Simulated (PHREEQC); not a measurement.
A column of 0.2 m (40 cells, dispersivity 0.007 m, 720 s a shift, diffusion coefficient 3e-10 m²/s) holds 0.46 eq of the database's cation exchanger X per kg of pore water, first in equilibrium with 0.0047 mol MgCl2 and 1e-05 mol HCl per kg of water. It is flushed with 0.091 mol/kgw MnCl2, 0.003 mol/kgw MgSO4 and 1e-05 mol/kgw HCl, at 25 °C. Values are for the last cell. The system is closed to CO2. No solid was allowed to form.

Computed with PHREEQC (ion-association model, phreeqc.dat).

```
pore volumes  Mn in solution (mol/kgw)  S in solution (mol/kgw)  Cl in solution (mol/kgw)  Mg in solution (mol/kgw)  MnX2 on the exchanger (mol/kgw)  MgX2 on the exchanger (mol/kgw)
------------  ------------------------  -----------------------  ------------------------  ------------------------  -------------------------------  -------------------------------
0                                    0                        0                   0.00941                   0.00470                                0                            0.230
0.4625                               0                  5.73e-6                   0.00974                   0.00487                                0                            0.230
0.6875                               0                 0.000290                    0.0261                    0.0133                                0                            0.230
1.137                          1.17e-5                  0.00220                     0.136                    0.0701                          2.73e-5                            0.230
1.363                         0.000374                  0.00271                     0.166                    0.0851                         0.000700                            0.229
1.812                          0.00599                  0.00298                     0.181                    0.0873                           0.0104                            0.220
2.038                           0.0116                  0.00299                     0.182                    0.0822                           0.0204                            0.210
2.487                           0.0257                  0.00300                     0.182                    0.0683                           0.0473                            0.183
2.712                           0.0329                  0.00300                     0.182                    0.0611                           0.0624                            0.168
3.163                           0.0465                  0.00300                     0.182                    0.0475                           0.0928                            0.137
3.612                           0.0578                  0.00300                     0.182                    0.0362                            0.121                            0.109
3.837                           0.0626                  0.00300                     0.182                    0.0314                            0.133                           0.0965
4.287                           0.0706                  0.00300                     0.182                    0.0234                            0.156                           0.0744
4.513                           0.0738                  0.00300                     0.182                    0.0202                            0.165                           0.0649
4.963                           0.0791                  0.00300                     0.182                    0.0149                            0.181                           0.0491
5.188                           0.0811                  0.00300                     0.182                    0.0129                            0.187                           0.0427
5.638                           0.0844                  0.00300                     0.182                   0.00964                            0.198                           0.0324
5.862                           0.0856                  0.00300                     0.182                   0.00840                            0.202                           0.0284
6.312                           0.0875                  0.00300                     0.182                   0.00652                            0.208                           0.0222
6.537                           0.0882                  0.00300                     0.182                   0.00582                            0.210                           0.0199
6.987                           0.0892                  0.00300                     0.182                   0.00479                            0.214                           0.0165
```

Species that the database lacks are ignored.
